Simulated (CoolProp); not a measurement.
Properties of R365MFC at several states (Tc = 186.9 °C, pc = 3.266 MPa, ω = 0.377).

The numbers come from the reference Helmholtz-energy equation of state, Lemmon 2016 in CoolProp.

```csv
T (°C),p (MPa),phase,density (kg/m³),cv (kJ/(kg K)),Joule-Thomson coefficient (K/MPa),isothermal compressibility (1/MPa),fugacity coefficient
80.55,0.0292,gas,1.482,1.032,18.32,34.52,0.9921
116.35,10.6,liquid,1091,1.178,-0.1016,0.004587,0.1025
130.65,7.48,liquid,1037,1.202,0.03293,0.006819,0.1640
121.05,0.0325,gas,1.477,1.100,12.09,30.96,0.9940
111.05,0.0111,gas,0.5157,1.082,13.22,90.29,0.9978
```
